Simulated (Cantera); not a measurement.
Reactions in the system C-O-Ta

Standard-state values (1 bar) from the NASA 1993 polynomials, evaluated with Cantera. Values are per mole of reaction as written; species without (g) are pure solids or liquids, kept so even where they would boil at 1 bar. TaC: taken at fixed stoichiometry.

TaC + 2 Ta2O5 → C + 5 TaO2(g)

```
T (K)  ΔH° (kJ)  ΔS° (J/K)  ΔG° (kJ)  log10 K               condensed phases
-----  --------  ---------  --------  -------  -----------------------------
923      3171.3      972.1    2274.0  -128.69  TaC(s), Ta2O5(s), C(graphite)
1123     3147.9      949.3    2081.9   -96.83  TaC(s), Ta2O5(s), C(graphite)
1323     3123.3      929.1    1894.1   -74.78  TaC(s), Ta2O5(s), C(graphite)
1523     3097.5      911.0    1710.1   -58.65  TaC(s), Ta2O5(s), C(graphite)
1723     3070.7      894.5    1529.6   -46.37  TaC(s), Ta2O5(s), C(graphite)
1923     3043.1      879.3    1352.2   -36.73  TaC(s), Ta2O5(s), C(graphite)
2123     2768.9      745.8    1185.5   -29.17  TaC(s), Ta2O5(l), C(graphite)
2323     2722.8      725.1    1038.4   -23.35  TaC(s), Ta2O5(l), C(graphite)
2523     2676.7      706.1     895.3   -18.54  TaC(s), Ta2O5(l), C(graphite)
```
